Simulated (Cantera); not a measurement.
Input: 1 mol SiCl₄, 2.8 mol HCl, 2.1 mol H₂, held at 673.15 K and 645 Torr.

Cantera equilibrium calculation (NASA polynomials, part measured and part estimated; ideal gas, pure solids and liquids). Candidate condensed phases: Si; 19 gas species. Kinetics and transport are ignored.

### Question
What is the equilibrium state?

### Answer
```
Property                              Value
--------------------------------  ---------
x(HCl)                                0.475
x(H₂)                                 0.356
x(SiCl₄)                              0.169
x(SiHCl₃)                           1.61e-5
gas amount                        5.900 mol
log10 activity of Si(s) (absent)     -14.20
```
